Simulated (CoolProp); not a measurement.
Hydrogen sulfide along the isotherm 207.1 K: density (kg/m³) from the reference equation and from simpler models built on Tc = 373.1 K, pc = 8.999 MPa, ω = 0.101; each cubic takes its own stable root.

Computed with CoolProp (reference Helmholtz-energy equation of state, Lemmon 2006). It is a short technical equation, of lower accuracy than the large ones.

```csv
p (MPa),phase,reference
0.142,liquid,959.3
0.23,liquid,959.4
0.371,liquid,959.5
0.6,liquid,959.7
0.969,liquid,960.0
1.57,liquid,960.6
2.53,liquid,961.4
4.09,liquid,962.8
6.6,liquid,965.0
10.7,liquid,968.4
17.2,liquid,973.7
```

**Question.** How far does each simpler model (Redlich-Kwong, Soave-Redlich-Kwong) lie from the reference over these 11 states: mean and median of the absolute difference, and the worst?

**Answer.** 
- Redlich-Kwong: mean 3.2 %, median 3.3 %, worst -3.3 % at 207.1 K and 0.142 MPa
- Soave-Redlich-Kwong: mean 3.1 %, median 3.1 %, worst -3.1 % at 207.1 K and 0.142 MPa
